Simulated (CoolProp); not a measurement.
Properties of octamethyltrisiloxane (MDM) along the isobar 120 kPa (Tc = 565.4 K, pc = 1438 kPa, ω = 0.528).

Values from CoolProp's reference Helmholtz-energy equation of state, Thol 2017.

```tsv
T (K)	phase	Z	cv (kJ/(kg K))	speed of sound (m/s)	isothermal compressibility (1/MPa)	expansivity (1/kK)	fugacity coefficient
434.8	gas	0.9181	1.749	114.8	9.150	3.155	0.9247
443.1	gas	0.9243	1.770	116.7	9.077	3.021	0.9299
451.5	gas	0.9299	1.790	118.5	9.012	2.900	0.9347
459.9	gas	0.9350	1.810	120.2	8.955	2.791	0.9391
468.3	gas	0.9396	1.830	121.9	8.905	2.692	0.9432
476.7	gas	0.9438	1.850	123.5	8.860	2.602	0.9469
485.1	gas	0.9476	1.870	125.1	8.820	2.519	0.9503
493.4	gas	0.9511	1.889	126.6	8.784	2.444	0.9534
501.8	gas	0.9543	1.907	128.1	8.751	2.374	0.9563
510.2	gas	0.9572	1.926	129.5	8.722	2.309	0.9589
518.6	gas	0.9599	1.944	131.0	8.695	2.249	0.9614
```
